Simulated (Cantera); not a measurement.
What does this Cantera script print?

```python
import numpy as np
import cantera as ct

gas_names = """
    AL ALBr ALBr3 ALH ALN AL2 AL2Br6 Br Br2 H HBr H2 N NH NH2 NH3 N2 N2H2 N2H4
""".split()
cond_names = """
    AL(cr) AL(L) ALBr3(s) ALBr3(L) ALN(s) Br2(cr) Br2(L)
""".split()


# ... load() reads the species with a 1 bar reference pressure and builds the phases ...
atoms = {
    'AlBr3': {'AL': 1, 'Br': 3},
    'N2': {'N': 2},
    'H2': {'H': 2},
}
top_T = {'ALN(s)': 2750}  # K; cautious upper limits of use, not melting points


# ... equilibrate(T, P, feed) seeds the gas with the atoms and calls Mixture.equilibrate('TP', solver="vcs", rtol=1e-11, max_steps=5000) ...
results = []
feed = {'AlBr3': 1, 'N2': 16, 'H2': 11}  # mol
P = 133.322  # Pa
for T in [750, 950, 1150, 1350, 1550, 1750, 1950, 2150]:
    mix = equilibrate(T, P, feed)
    results.append((T, P, feed, dict(zip(mix.species_names, mix.species_moles))))

top = {s: max(r[3][s] / sum(r[3][g] for g in gas_names) for r in results) for s in gas_names}
cols = sorted((s for s in top if top[s] > 1e-06), key=lambda s: -top[s])[:7]
seen = [c for c in cond_names if any(r[3].get(c, 0) > 1e-12 for r in results)]
print("log10 of partial pressures in bar; condensed amounts in mol")
print(f"{'T/K':>10s}" + "".join(f"{s[:9]:>10s}" for s in cols + seen))
for T, P, feed, n in results:
    ng = sum(n[g] for g in gas_names)
    print(f"{T:10.4g}" + "".join(f"{np.log10(max(n[s] / ng * P / 1e5, 1e-99)):10.3f}" for s in cols)
          + "".join(f"{n.get(c, 0):10.4g}" for c in seen))
```

Result:

```
log10 of partial pressures in bar; condensed amounts in mol
       T/K        N2        H2       HBr         H        Br      ALBr     ALBr3    ALN(s)
       750    -3.129    -3.330    -3.955   -14.165   -10.341   -17.024    -4.974    0.7772
       950    -3.128    -3.324    -4.007   -10.917    -8.177   -11.688    -4.830    0.6896
      1150    -3.127    -3.320    -4.046    -8.787    -6.763    -8.236    -4.755    0.6305
      1350    -3.127    -3.318    -4.081    -7.282    -5.769    -5.829    -4.726    0.5731
      1550    -3.133    -3.326    -4.158    -6.165    -5.074    -4.409    -5.151         0
      1750    -3.139    -3.331    -4.215    -5.299    -4.533    -4.347    -6.506         0
      1950    -3.146    -3.337    -4.433    -4.609    -4.273    -4.361    -7.985         0
      2150    -3.162    -3.376    -4.702    -4.063    -4.133    -4.446    -9.408         0
```

Equilibrium computed with Cantera from the NASA thermochemical tables; the gas is ideal and each condensed phase is pure.
